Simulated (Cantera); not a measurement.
A closed system holds: 1 mol Fe3O4, 63 mol H2, 1.2 mol N2, held at 1998 K.

Method: chemical equilibrium by Gibbs-energy minimisation in Cantera with the NASA 1993 tables (ideal gas, pure condensed phases). Candidate condensed phases: Fe, FeO, Fe(OH)2, Fe(OH)3, Fe2O3, Fe3O4, H2O; 27 gas species. Rates play no part.

Which condensed phases are stable at each of these points (P (Pa)): 10, 100, 1000, 10000, 100000, 1000000?


| P (Pa) | condensed phases | Fe condensed (%) |
|---|---|---|
| 10 | gas only | 0.0 |
| 100 | gas only | 0.0 |
| 1000 | Fe(l) | 20.1 |
| 10000 | Fe(l) | 92.3 |
| 100000 | Fe(l) | 99.2 |
| 1000000 | Fe(l) | 99.9 |

From 10.0 Pa to 1.00 mbar nothing is condensed. From 10.0 mbar to 10.0 bar the condensed part is Fe(l).
